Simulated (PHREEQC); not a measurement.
Solution (25 °C): 0.055 mol KCl per kg of water. It is in equilibrium with CO2 at log p = -3.4 (atm). Otherwise closed; pH follows from the charge balance.

The numbers come from PHREEQC with the ion-association model, phreeqc.dat.

No solid was allowed to form.

Question: Predict the pH, density, specific conductance.

Answer: pH 5.60; density 1.000 g/cm³; specific conductance 7140 µS/cm.

Question: In which forms is C present?

Answer: CO2 82 %, HCO3- 18 % of the C.
